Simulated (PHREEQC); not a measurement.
A solution holds 0.0061 mol Cu(NO3)2, 0.00015 mol H2SO4 and 0.00023 mol FeCl3 per kg of water, at 25 °C. Closed to the air; pH follows from the charge balance.

The numbers come from PHREEQC with the ion-association model, wateq4f.dat.

```csv
quantity,before,after
pH,3.30,3.89
SO4-2 (mol/kgw),9.92e-5,2.59e-5
HSO4- (mol/kgw),3.26e-6,2.64e-7
```

Q: Name the change that produced these shifts.
A. 0.00088 mol/kgw NaHCO3 added
B. Cu(NO3)2 left out
C. 0.0014 mol/kgw Sr(NO3)2 added
D. H2SO4 from 0.00015 to 0.0003 mol/kgw
E. diluted 5-fold with water

A: E, diluted 5-fold with water

Precipitation was switched off in this run. Some of these states are supersaturated (in Hematite (slow to form), Goethite (slow to form), Fe(OH)3(a), for instance).
